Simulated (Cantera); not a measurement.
Charge: 1 mol PbO, 1.2 mol H2, 59 mol N2, held at 1 atm.

These are equilibrium values from Cantera (NASA tables, ideal gas, pure condensed phases), not measurements of a reactor. Candidate condensed phases: H2O, Pb, PbO, PbO2, Pb3O4; 27 gas species. The numbers say what is thermodynamically allowed, not how fast it happens.

At 1350 K, list the 4 most abundant gas species with their mole fractions, and the condensed phases.

N2 0.975, H2O 0.0165, Pb 0.00483, H2 0.00331. Condensed: Pb(l).
